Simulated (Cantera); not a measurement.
A closed system holds: 1 mol Fe2O3, 0.21 mol H2O, 0.049 mol O2, held at 952 °C and 10.0 mbar.

Equilibrium computed with Cantera from the NASA thermochemical tables; the gas is ideal and each condensed phase is pure. Candidate condensed phases: Fe, FeO, Fe(OH)2, Fe(OH)3, Fe2O3, Fe3O4, H2O; 12 gas species. Equilibrium is a limit: real reactors are often held back by kinetics, nucleation or transport.

Base state: H2O 0.811, O2 0.189, OH 3.66e-5 (mole fractions); condensed: Fe2O3(s).

**Question.** What changes in the equilibrium state with this change: Fe2O3 replaced by TiO2?

**Answer.** 
```json
[
 {"species": "H2O", "before": "0.811", "after": "0.811"},
 {"species": "O2", "before": "0.189", "after": "0.189"},
 {"species": "OH", "before": "3.66e-5", "after": "3.66e-5"},
 {"species": "Fe2O3(s), mol", "before": "1.00", "after": "0"},
 {"species": "TiO2(rutile), mol", "before": "0", "after": "1.00"}
]
```
Further candidate phases: Ti, TiO, TiO2, Ti2O3, Ti3O5, Ti4O7.
